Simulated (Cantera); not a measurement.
**Counterflow diffusion flame**

A counterflow diffusion flame at 2.76 atm, nozzles 20 mm apart: fuel side CH3OH = 1 (molar parts) at 623 K, oxidiser side O2 : N2 = 0.26 : 0.74 (molar parts) at 450 K, fuel mass flux 1.1 times the oxidiser's; mixture-averaged transport, no radiation.

Computed with Cantera and GRI-Mech 3.0 (53 species, 325 reactions). GRI-Mech 3.0 was tuned for natural gas; its chemistry of methanol as a main component is partial and can be far from experiment. GRI-Mech 3.0 has no aromatics or soot, which form on the fuel side of real flames. The maximum strain rate includes the flame's own expansion and is several times the mean.

```json
[
 {"oxidiser flux (kg/m²/s)": "0.7", "max strain (1/s)": "191", "mean strain (1/s)": "38.3", "T max (K)": "2498", "peak x OH": "0.0125", "peak x H": "0.00391", "peak x NO": "0.000843", "peak x CO": "0.216", "peak x C2H2": "2.54e-5"},
 {"oxidiser flux (kg/m²/s)": "0.88", "max strain (1/s)": "236", "mean strain (1/s)": "48.2", "T max (K)": "2486", "peak x OH": "0.0126", "peak x H": "0.00415", "peak x NO": "0.000713", "peak x CO": "0.215", "peak x C2H2": "3.05e-5"},
 {"oxidiser flux (kg/m²/s)": "1.1", "max strain (1/s)": "290", "mean strain (1/s)": "60.2", "T max (K)": "2473", "peak x OH": "0.0128", "peak x H": "0.00441", "peak x NO": "0.000602", "peak x CO": "0.214", "peak x C2H2": "3.65e-5"},
 {"oxidiser flux (kg/m²/s)": "1.4", "max strain (1/s)": "363", "mean strain (1/s)": "76.7", "T max (K)": "2456", "peak x OH": "0.0130", "peak x H": "0.00473", "peak x NO": "0.000494", "peak x CO": "0.213", "peak x C2H2": "4.40e-5"},
 {"oxidiser flux (kg/m²/s)": "1.7", "max strain (1/s)": "436", "mean strain (1/s)": "93.1", "T max (K)": "2441", "peak x OH": "0.0132", "peak x H": "0.00501", "peak x NO": "0.000421", "peak x CO": "0.212", "peak x C2H2": "5.10e-5"},
 {"oxidiser flux (kg/m²/s)": "2.2", "max strain (1/s)": "555", "mean strain (1/s)": "120", "T max (K)": "2417", "peak x OH": "0.0134", "peak x H": "0.00543", "peak x NO": "0.000335", "peak x CO": "0.210", "peak x C2H2": "6.17e-5"},
 {"oxidiser flux (kg/m²/s)": "2.8", "max strain (1/s)": "695", "mean strain (1/s)": "153", "T max (K)": "2394", "peak x OH": "0.0136", "peak x H": "0.00586", "peak x NO": "0.000271", "peak x CO": "0.208", "peak x C2H2": "7.36e-5"},
 {"oxidiser flux (kg/m²/s)": "3.5", "max strain (1/s)": "859", "mean strain (1/s)": "192", "T max (K)": "2371", "peak x OH": "0.0138", "peak x H": "0.00628", "peak x NO": "0.000221", "peak x CO": "0.206", "peak x C2H2": "8.60e-5"},
 {"oxidiser flux (kg/m²/s)": "4.3", "max strain (1/s)": "1040", "mean strain (1/s)": "235", "T max (K)": "2351", "peak x OH": "0.0141", "peak x H": "0.00672", "peak x NO": "0.000186", "peak x CO": "0.205", "peak x C2H2": "9.94e-5"},
 {"oxidiser flux (kg/m²/s)": "5.5", "max strain (1/s)": "1320", "mean strain (1/s)": "301", "T max (K)": "2325", "peak x OH": "0.0143", "peak x H": "0.00728", "peak x NO": "0.000151", "peak x CO": "0.203", "peak x C2H2": "0.000118"}
]
```
x: mole fraction; the columns are a selection and need not sum to one.
